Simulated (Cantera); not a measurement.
Input: 1 mol Si, 2.1 mol O2, 5.2 mol H2, 0.1 mol N2O, at 1375 °C and 0.100 bar.

Method: chemical equilibrium by Gibbs-energy minimisation in Cantera with the NASA 1993 tables (ideal gas, pure condensed phases). Candidate condensed phases: H2O, Si, SiO2, Si2N2O, Si3N4; 35 gas species. The tables hold silica as quartz up to 1696 K and as liquid above; real silica turns to tridymite and cristobalite and melts near 1996 K. Gases not in the tables: Si(OH)4. Kinetics and transport are ignored.

Base state: H2 0.547, H2O 0.434, N2 0.0189, H 0.000209 (mole fractions); condensed: SiO2(β-quartz).

Question: What changes in the equilibrium state with this change: O2 from 2.1 to 0.2 mol?

Answer: 
```tsv
species	before	after
H2	0.547	0.940
SiO	1.05e-6	0.0599
H	0.000209	0.000273
H2O	0.434	1.31e-5
N2	0.0189	2.54e-5
SiO2(β-quartz), mol	1.000	0.0344
Si(s), mol	0	0.435
Si2N2O(s), mol	0	0.0999
```
Mutual solubility and eutectic melting of coexisting phases are not modelled.
